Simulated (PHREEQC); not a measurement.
A solution holds 0.0098 mol/kgw AlCl3 and 0.0002 mol/kgw LiF, at 25 °C and 500 atm. Closed to the air; pH follows from the charge balance.

Equilibrium calculation in PHREEQC: ion-association model, phreeqc.dat.

No solid was allowed to form.

Q: Estimate the pH.

A: pH 3.67.

Q: In which forms is Al present?

A: Al+3 95 %, AlOH+2 2.5 %, AlF+2 2.0 % of the Al.

Saturation is exceeded, for instance for Gibbsite (slow to form); the values hold only as long as no solid forms. Under pressure, the constants of complexes without a molar volume in the database are unreliable. Fluoro complexes past AlF4- and FeF3 are missing from the database.
